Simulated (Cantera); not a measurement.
## SO2 + O2 (abatement and gas-phase synthesis)

Charge: 1 mol SO2, 0.25 mol O2, at 3.10 mbar.

These are equilibrium values from Cantera (NASA tables, ideal gas, pure condensed phases), not measurements of a reactor. Candidate condensed phases: S; 10 gas species. The numbers say what is thermodynamically allowed, not how fast it happens.

From 1373 K to 1973 K nothing is condensed.

```json
[
 {"T (K)": "1373", "x SO2": "0.799", "x O2": "0.199", "x O": "4.94e-6", "x SO": "1.20e-6", "x SO3": "0.00151", "x S": "1.21e-12"},
 {"T (K)": "1448", "x SO2": "0.799", "x O2": "0.200", "x O": "1.57e-5", "x SO": "4.73e-6", "x SO3": "0.000979", "x S": "1.66e-11"},
 {"T (K)": "1523", "x SO2": "0.800", "x O2": "0.200", "x O": "4.43e-5", "x SO": "1.63e-5", "x SO3": "0.000662", "x S": "1.77e-10"},
 {"T (K)": "1598", "x SO2": "0.800", "x O2": "0.200", "x O": "0.000114", "x SO": "4.98e-5", "x SO3": "0.000465", "x S": "1.51e-9"},
 {"T (K)": "1673", "x SO2": "0.799", "x O2": "0.200", "x O": "0.000268", "x SO": "0.000138", "x SO3": "0.000338", "x S": "1.06e-8"},
 {"T (K)": "1748", "x SO2": "0.799", "x O2": "0.200", "x O": "0.000588", "x SO": "0.000349", "x SO3": "0.000252", "x S": "6.32e-8"},
 {"T (K)": "1823", "x SO2": "0.798", "x O2": "0.200", "x O": "0.00121", "x SO": "0.000820", "x SO3": "0.000193", "x S": "3.25e-7"},
 {"T (K)": "1898", "x SO2": "0.796", "x O2": "0.199", "x O": "0.00235", "x SO": "0.00180", "x SO3": "0.000150", "x S": "1.47e-6"},
 {"T (K)": "1973", "x SO2": "0.793", "x O2": "0.199", "x O": "0.00434", "x SO": "0.00370", "x SO3": "0.000119", "x S": "5.91e-6"}
]
```
x: gas mole fraction; nothing condenses.
